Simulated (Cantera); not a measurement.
A perfectly stirred reactor is fed with CH4 : N2 = 1 : 190 (molar parts), at 0.987 atm; it is held at 1600 K, and followed from long to short residence time.

Cantera simulation using GRI-Mech 3.0 (53 species, 325 reactions); the numbers are that mechanism's predictions, not measurements. GRI-Mech 3.0 stops at C3 and has no aromatics, soot or wall deposition, so with more carbon than oxygen in the feed, carbon stays in small species such as C2H2 where larger ones or solid carbon would form.

Task: What does this change do: N2 190 to 97 parts?

Result: 
```json
[
 {"quantity": "x(CH4) at τ = 9.40 s", "before": "0.000529", "after": "0.00100"},
 {"quantity": "x(HCN) at τ = 9.40 s", "before": "4.02e-6", "after": "2.56e-6"},
 {"quantity": "x(CH2) at τ = 9.40 s", "before": "3.83e-9", "after": "3.70e-9"},
 {"quantity": "x(H) at τ = 9.40 s", "before": "4.40e-6", "after": "6.09e-6"},
 {"quantity": "x(H2) at τ = 9.40 s", "before": "0.00701", "after": "0.0136"},
 {"quantity": "x(CH4) at τ = 23.0 ms", "before": "0.00428", "after": "0.00832"},
 {"quantity": "x(HCN) at τ = 23.0 ms", "before": "3.21e-8", "after": "2.28e-8"},
 {"quantity": "x(CH2) at τ = 23.0 ms", "before": "3.52e-8", "after": "3.70e-8"},
 {"quantity": "x(H) at τ = 23.0 ms", "before": "1.24e-6", "after": "1.63e-6"},
 {"quantity": "x(H2) at τ = 23.0 ms", "before": "0.00120", "after": "0.00242"}
]
```

Task: What does this change do: CH4 1 to 0.69 parts?

Result: 
```csv
quantity,before,after
x(CH4) at τ = 9.40 s,0.000529,0.000370
x(HCN) at τ = 9.40 s,4.02e-6,5.09e-6
x(CH2) at τ = 9.40 s,3.83e-9,3.88e-9
x(H) at τ = 9.40 s,4.40e-6,3.68e-6
x(H2) at τ = 9.40 s,0.00701,0.00484
x(CH4) at τ = 23.0 ms,0.00428,0.00297
x(HCN) at τ = 23.0 ms,3.21e-8,3.74e-8
x(CH2) at τ = 23.0 ms,3.52e-8,3.34e-8
x(H) at τ = 23.0 ms,1.24e-6,1.05e-6
x(H2) at τ = 23.0 ms,0.00120,0.000808
```
